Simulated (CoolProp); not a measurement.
Vapour-liquid equilibrium of CH2F2 (R32) (1) + R134a (2) at 293 kPa; x and y are mole fractions of (1).

Model: multi-fluid Helmholtz-energy mixture model, Tillner-Roth 1997 and Tillner-Roth 1994; pair parameters Lemmon 2004, in CoolProp.

```
x     bubble temperature (K)  y at the bubble point  dew temperature at overall composition x (K)  liquid density (mol/L)
----  ----------------------  ---------------------  --------------------------------------------  ----------------------
0.05                   270.8                  0.122                                         272.2                   13.01
0.2                    264.6                  0.401                                         269.2                   14.01
0.35                   259.6                  0.592                                         265.8                   15.10
0.5                    255.4                  0.731                                         262.1                   16.33
0.65                   251.8                  0.835                                         257.9                   17.74
0.8                    248.6                  0.917                                         253.0                   19.37
0.95                   245.7                  0.981                                         247.1                   21.30
```

No azeotrope shows between x = 0.05 and 0.95.

The pair parameters rest on a limited set of measurements; away from them the model extrapolates.
